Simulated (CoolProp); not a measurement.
Properties of dimethyl carbonate along the isobar 6680 kPa.

Model: reference Helmholtz-energy equation of state, Zhou 2011, in CoolProp.

```json
[
 {"T (K)": "404.7", "phase": "liquid", "Z": "0.1932", "cp (kJ/(kg K))": "2.047", "cv (kJ/(kg K))": "1.525", "speed of sound (m/s)": "835.0", "expansivity (1/kK)": "1.577", "fugacity coefficient": "0.05471"},
 {"T (K)": "413.8", "phase": "liquid", "Z": "0.1918", "cp (kJ/(kg K))": "2.072", "cv (kJ/(kg K))": "1.542", "speed of sound (m/s)": "804.5", "expansivity (1/kK)": "1.631", "fugacity coefficient": "0.06716"},
 {"T (K)": "422.8", "phase": "liquid", "Z": "0.1905", "cp (kJ/(kg K))": "2.098", "cv (kJ/(kg K))": "1.559", "speed of sound (m/s)": "774.6", "expansivity (1/kK)": "1.691", "fugacity coefficient": "…"},
 {"T (K)": "431.8", "phase": "liquid", "Z": "…", "cp (kJ/(kg K))": "2.124", "cv (kJ/(kg K))": "1.575", "speed of sound (m/s)": "744.8", "expansivity (1/kK)": "1.758", "fugacity coefficient": "0.09736"},
 {"T (K)": "440.9", "phase": "liquid", "Z": "0.1886", "cp (kJ/(kg K))": "…", "cv (kJ/(kg K))": "1.592", "speed of sound (m/s)": "714.9", "expansivity (1/kK)": "1.834", "fugacity coefficient": "0.1156"},
 {"T (K)": "449.9", "phase": "liquid", "Z": "0.1880", "cp (kJ/(kg K))": "2.181", "cv (kJ/(kg K))": "1.608", "speed of sound (m/s)": "685.2", "expansivity (1/kK)": "1.919", "fugacity coefficient": "0.1357"},
 {"T (K)": "458.9", "phase": "liquid", "Z": "0.1876", "cp (kJ/(kg K))": "2.212", "cv (kJ/(kg K))": "1.624", "speed of sound (m/s)": "655.4", "expansivity (1/kK)": "2.016", "fugacity coefficient": "0.1580"},
 {"T (K)": "468", "phase": "liquid", "Z": "0.1874", "cp (kJ/(kg K))": "2.246", "cv (kJ/(kg K))": "1.640", "speed of sound (m/s)": "624.9", "expansivity (1/kK)": "2.131", "fugacity coefficient": "0.1825"},
 {"T (K)": "477", "phase": "liquid", "Z": "0.1876", "cp (kJ/(kg K))": "2.283", "cv (kJ/(kg K))": "1.656", "speed of sound (m/s)": "594.4", "expansivity (1/kK)": "2.265", "fugacity coefficient": "0.2090"}
]
```

**Question.** Some entries are withheld; supply them.

**Answer.** 
- 422.8, fugacity coefficient: 0.08131
- 431.8, Z: 0.1895
- 440.9, cp (kJ/(kg K)): 2.152
